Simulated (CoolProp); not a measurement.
Vapour-liquid equilibrium of R152A (1) + methanol (2) at 76.75 °C; x and y are mole fractions of (1).

Values from CoolProp's multi-fluid Helmholtz-energy mixture model, Outcalt 1996 and de Reuck 1993; pair parameters Bell 2016.

| x | bubble pressure, mixture model (MPa) | bubble pressure, Raoult's law (MPa) | y, mixture model | y, Raoult's law |
|---|---|---|---|---|
| 0.05 | 0.4551 | 0.2624 | ___ | 0.417 |
| 0.15 | 0.8282 | 0.4649 | 0.802 | 0.705 |
| 0.25 | 1.039 | 0.6673 | ___ | 0.819 |
| 0.35 | 1.179 | 0.8698 | 0.864 | 0.880 |
| 0.45 | 1.296 | 1.072 | ___ | 0.917 |
| 0.55 | 1.413 | 1.275 | ___ | 0.943 |
| 0.65 | ___ | 1.477 | 0.913 | 0.962 |
| 0.75 | 1.691 | 1.680 | ___ | 0.976 |
| 0.85 | ___ | 1.882 | ___ | 0.987 |
| 0.95 | 2.069 | 2.085 | 0.984 | 0.996 |

**Question.** Fill in the missing entries.

**Answer.** 
- 0.05, y, mixture model: 0.643
- 0.25, y, mixture model: 0.843
- 0.45, y, mixture model: 0.881
- 0.55, y, mixture model: 0.896
- 0.65, bubble pressure, mixture model (MPa): 1.542
- 0.75, y, mixture model: 0.933
- 0.85, bubble pressure, mixture model (MPa): 1.865
- 0.85, y, mixture model: 0.957

The largest gap from Raoult's law is +78.1 % in bubble pressure, at x = 0.15. No azeotrope shows between x = 0.05 and 0.95.

The pair parameters rest on a limited set of measurements; away from them the model extrapolates. The gap from Raoult's law changes sign with composition, which may be real or a fault of the pair parameters; it wasn't checked against measurements. With so large a gap from Raoult's law the liquid may split in two, which this calculation doesn't test in full.
